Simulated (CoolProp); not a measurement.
Hexamethyldisiloxane (MM) along the isotherm 586.7 K: fugacity coefficient from the reference equation and from simpler models built on Tc = 518.7 K, pc = 19.31 bar, ω = 0.418; each cubic takes its own stable root.

Values from CoolProp's reference Helmholtz-energy equation of state, Thol 2016.

| p (bar) | phase | reference |
|---|---|---|
| 0.153 | gas | 0.9982 |
| 0.347 | gas | 0.9959 |
| 0.791 | gas | 0.9906 |
| 1.8 | gas | 0.9788 |
| 4.1 | gas | 0.9520 |
| 9.32 | gas | 0.8927 |
| 21.2 | supercritical | 0.7677 |
| 48.3 | supercritical | 0.5479 |

Question: How far does each simpler model (van der Waals, Redlich-Kwong, Soave-Redlich-Kwong, Peng-Robinson) lie from the reference over these 8 states: mean and median of the absolute difference, and the worst?

Answer: 
- van der Waals: mean 0.8 %, median 0.1 %, worst -5.1 % at 586.7 K and 48.3 bar
- Redlich-Kwong: mean 0.9 %, median 0.1 %, worst -5.1 % at 586.7 K and 48.3 bar
- Soave-Redlich-Kwong: mean 1.1 %, median 0.3 %, worst +5.2 % at 586.7 K and 48.3 bar
- Peng-Robinson: mean 0.4 %, median 0.2 %, worst -1.3 % at 586.7 K and 21.2 bar
